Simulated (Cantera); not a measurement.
An adiabatic, constant-pressure homogeneous reactor starts with H₂ : O₂ : N₂ = 1 : 0.417 : 3.83 (molar parts), equivalence ratio 1.2, at 1300 K and 0.770 bar. Integrator tolerance rtol = 1e-08.

Model: the H2/O2 subset of GRI-Mech 3.0, which has no nitrogen chemistry, integrated in Cantera.

Task: What does this change do: initial temperature 1300 to 1798 K?

Result: 
```csv
quantity,before,after
time of steepest temperature rise,65.6 µs,13.0 µs
temperature at 0.200 s,2386 K,2680 K
equilibrium temperature,2386 K,2680 K
x(H₂) at 0.200 s,0.0349 (gas-phase equilibrium 0.0349),0.0415 (gas-phase equilibrium 0.0415)
x(O₂) at 0.200 s,0.000340 (gas-phase equilibrium 0.000340),0.00309 (gas-phase equilibrium 0.00309)
x(OH) at 0.200 s,0.00277 (gas-phase equilibrium 0.00277),0.0111 (gas-phase equilibrium 0.0111)
x(H₂O) at 0.200 s,0.168 (gas-phase equilibrium 0.168),0.150 (gas-phase equilibrium 0.150)
x(O) at 0.200 s,0.000170 (gas-phase equilibrium 0.000170),0.00211 (gas-phase equilibrium 0.00211)
x(HO₂) at 0.200 s,1.03e-7 (gas-phase equilibrium 1.03e-7),1.07e-6 (gas-phase equilibrium 1.07e-6)
```

Task: What does this change do: initial temperature 1300 to 1673 K?

Result: 
| quantity | before | after |
|---|---|---|
| time of steepest temperature rise | 65.6 µs | 18.0 µs |
| temperature at 0.200 s | 2386 K | 2617 K |
| equilibrium temperature | 2386 K | 2617 K |
| x(H₂) at 0.200 s | 0.0349 (gas-phase equilibrium 0.0349) | 0.0393 (gas-phase equilibrium 0.0393) |
| x(O₂) at 0.200 s | 0.000340 (gas-phase equilibrium 0.000340) | 0.00217 (gas-phase equilibrium 0.00217) |
| x(OH) at 0.200 s | 0.00277 (gas-phase equilibrium 0.00277) | 0.00875 (gas-phase equilibrium 0.00875) |
| x(H₂O) at 0.200 s | 0.168 (gas-phase equilibrium 0.168) | 0.156 (gas-phase equilibrium 0.156) |
| x(O) at 0.200 s | 0.000170 (gas-phase equilibrium 0.000170) | 0.00134 (gas-phase equilibrium 0.00134) |
| x(HO₂) at 0.200 s | 1.03e-7 (gas-phase equilibrium 1.03e-7) | 7.25e-7 (gas-phase equilibrium 7.25e-7) |
